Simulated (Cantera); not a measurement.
Reactions in the system Ba-H-O

Cantera with NASA thermochemical tables; ideal gases at 1 bar, condensed phases pure. Values are per mole of reaction as written; species without (g) are pure solids or liquids, kept so even where they would boil at 1 bar.

2 OH(g) + BaO → O(g) + Ba(OH)₂

```tsv
T (K)	ΔH° (kJ)	ΔS° (J/K)	ΔG° (kJ)	log10 K	condensed phases
300	-227.7	-171.3	-176.3	30.70	BaO(s), Ba(OH)₂(s)
1198	-177.5	-99.6	-58.2	2.54	BaO(s), Ba(OH)₂(l)
1398	-169.8	-93.7	-38.8	1.45	BaO(s), Ba(OH)₂(l)
1598	-162.8	-89.0	-20.6	0.67	BaO(s), Ba(OH)₂(l)
1798	-156.4	-85.2	-3.2	0.09	BaO(s), Ba(OH)₂(l)
1998	-150.5	-82.1	13.5	-0.35	BaO(s), Ba(OH)₂(l)
2198	-145.1	-79.5	29.7	-0.71	BaO(s), Ba(OH)₂(l)
2398	-198.9	-103.0	48.3	-1.05	BaO(l), Ba(OH)₂(l)
```
